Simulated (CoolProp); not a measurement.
R227EA at several states: density (kg/m³) from the reference equation and from simpler models built on Tc = 374.9 K, pc = 2925 kPa, ω = 0.358; each cubic takes its own stable root.

Computed with CoolProp (reference Helmholtz-energy equation of state, Lemmon 2016).

```tsv
T (K)	p (kPa)	phase	reference	van der Waals	Redlich-Kwong	Soave-Redlich-Kwong	Peng-Robinson
251.2	172	liquid	1564	14.68	14.96	1436	1624
443.9	788	gas	38.25	38.40	38.50	38.17	38.50
456.1	13.8	gas	0.6192	0.6193	0.6193	0.6192	0.6193
321.2	47.7	gas	3.067	3.058	3.063	3.066	3.068
346.2	12.6	gas	0.7457	0.7454	0.7456	0.7457	0.7458
```

At some of these states van der Waals, Redlich-Kwong gives the other phase, because its saturation line lies elsewhere.
